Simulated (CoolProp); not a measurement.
Model: reference Helmholtz-energy equation of state, Akasaka 2023, in CoolProp.

For R1336mzz(E), give the phase and the Z, cp (kJ/(kg K)), isothermal compressibility (1/MPa), expansivity (1/kK) at 81.25 °C and 0.243 MPa; 99.85 °C and 0.243 MPa.


- 81.25 °C and 0.243 MPa: gas; Z 0.948, cp 0.892, isothermal compressibility 4.35, expansivity 3.40
- 99.85 °C and 0.243 MPa: gas; Z 0.957, cp 0.902, isothermal compressibility 4.31, expansivity 3.13
